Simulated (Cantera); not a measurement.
# Premixed flame

A freely propagating, adiabatic, planar premixed flame of CH4 : C2H6 : C3H8 : O2 : N2 = 1 : 0.82 : 0.53 : 8.64 : 32.5 (molar parts), equivalence ratio 0.87, unburnt at 400 K and 0.720 bar; mixture-averaged transport, grid criteria slope 0.08 and curve 0.16, no radiation.

Computed with Cantera and GRI-Mech 3.0 (53 species, 325 reactions). GRI-Mech 3.0 was tuned for natural gas; its chemistry of propane as a main component is partial and can be far from experiment. Burning velocities carry a grid error of a few per cent, more on coarse grids.

```csv
z (mm),T (K),u (m/s),x CH4,x C2H6,x C3H8,x O2,x C2H2,x C2H
-1.45,400,0.660,0.0230,0.0188,0.0122,0.199,<1e-8,<1e-8
-0.968,401,0.662,0.0229,0.0188,0.0122,0.198,5.71e-8,<1e-8
-0.726,406,0.671,0.0228,0.0188,0.0121,0.198,4.30e-7,<1e-8
-0.484,448,0.744,0.0222,0.0185,0.0120,0.194,5.67e-6,<1e-8
-0.242,795,1.35,0.0176,0.0144,0.00963,0.164,8.95e-5,<1e-8
-0.121,1201,2.07,0.0119,0.00722,0.00418,0.126,0.000253,<1e-8
0,1595,2.79,0.00403,0.000604,0.000184,0.0806,0.000413,3.40e-7
0.121,1756,3.07,0.000412,2.49e-6,1.92e-7,0.0545,6.81e-5,2.51e-7
0.242,1805,3.15,2.08e-5,<1e-8,<1e-8,0.0449,1.98e-6,1.13e-8
0.484,1864,3.23,5.13e-8,<1e-8,<1e-8,0.0389,<1e-8,<1e-8
0.968,1936,3.33,<1e-8,<1e-8,<1e-8,0.0354,<1e-8,<1e-8
1.94,2018,3.46,<1e-8,<1e-8,<1e-8,0.0326,<1e-8,<1e-8
3.87,2091,3.56,<1e-8,<1e-8,<1e-8,0.0300,<1e-8,<1e-8
```
x: mole fraction of selected species; z is measured from the peak of heat release.

```yaml
laminar_burning_velocity: 66.0 cm/s
thermal_thickness: 0.484 mm
peak x(C2H2): 0.000426
peak x(C2H): 5.25e-7
grid_points: 146
```
